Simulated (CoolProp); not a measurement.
Saturated liquid density (kg/m³) of normal hydrogen: the reference equation beside estimates from Tc = 33.1 K, pc = 1.296 MPa, ω = -0.219. Rackett uses Z = 0.29056 − 0.08775 ω.

Model: reference Helmholtz-energy equation of state, Leachman 2009, in CoolProp.

| T (K) | reference | Rackett | van der Waals | Redlich-Kwong | Soave-Redlich-Kwong | Peng-Robinson |
|---|---|---|---|---|---|---|
| 19.8 | 71.49 | 75.57 | 58.56 | 86.23 | 79.87 | 89.90 |
| 21.6 | 69.39 | 72.85 | 56.31 | 82.32 | 76.07 | 85.67 |
| 23.4 | 67.05 | 69.92 | 53.84 | 77.97 | 71.94 | 81.05 |
| 25.2 | 64.39 | 66.73 | 51.10 | 73.07 | 67.40 | 75.92 |
| 27.1 | 61.12 | 62.93 | 47.81 | 67.14 | 62.03 | 69.79 |
| 28.9 | 57.36 | 58.72 | 44.13 | 60.52 | 56.15 | 63.02 |
| 30.7 | 52.41 | 53.40 | 39.52 | 52.30 | 48.99 | 54.70 |
| 32.5 | 43.92 | 44.77 | 32.50 | 40.16 | 38.54 | 42.51 |

Absolute difference from the reference over all 8 rows, mean and median: Rackett 3.5 and 3.3 %, van der Waals 21.6 and 21.2 %, Redlich-Kwong 11.6 and 11.7 %, Soave-Redlich-Kwong 7.0 and 6.9 %, Peng-Robinson 15.0 and 16.0 %.
